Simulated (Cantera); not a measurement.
An isothermal, constant-pressure homogeneous reactor starts with CH4 : N2 = 1 : 57 (molar parts), at 1923 K and 94000 Pa. Integrator tolerance rtol = 1e-08.

Computed with Cantera and GRI-Mech 3.0 (53 species, 325 reactions). GRI-Mech 3.0 stops at C3 and has no aromatics, soot or wall deposition, so with more carbon than oxygen in the feed, carbon stays in small species such as C2H2 where larger ones or solid carbon would form.

```tsv
quantity	before	after
x(CH4) at 20.0 s	5.62e-6 (gas-phase equilibrium 2.27e-6)	1.18e-6 (gas-phase equilibrium 6.15e-7)
x(C2H2) at 20.0 s	0.00833 (gas-phase equilibrium 0.000594)	0.00491 (gas-phase equilibrium 0.000214)
x(C2H4) at 20.0 s	2.08e-6 (gas-phase equilibrium 1.48e-7)	7.20e-7 (gas-phase equilibrium 3.14e-8)
x(C2H) at 20.0 s	7.28e-7 (gas-phase equilibrium 5.20e-8)	5.60e-7 (gas-phase equilibrium 2.44e-8)
x(H2) at 20.0 s	0.0253 (gas-phase equilibrium 0.0253)	0.0149 (gas-phase equilibrium 0.0149)
x(C2H6) at 20.0 s	1.92e-11 (gas-phase equilibrium 2.50e-12)	2.14e-12 (gas-phase equilibrium <1e-12)
x(CH2) at 20.0 s	5.20e-9 (gas-phase equilibrium 2.11e-9)	1.86e-9 (gas-phase equilibrium 9.70e-10)
```

Problem. Name the change that produced these shifts.
A. pressure from 94000 Pa to 30000 Pa
B. CH4 1 to 0.58 parts
C. pressure from 94000 Pa to 1330 Pa
D. pressure from 94000 Pa to 2500 Pa

Solution. B, CH4 1 to 0.58 parts
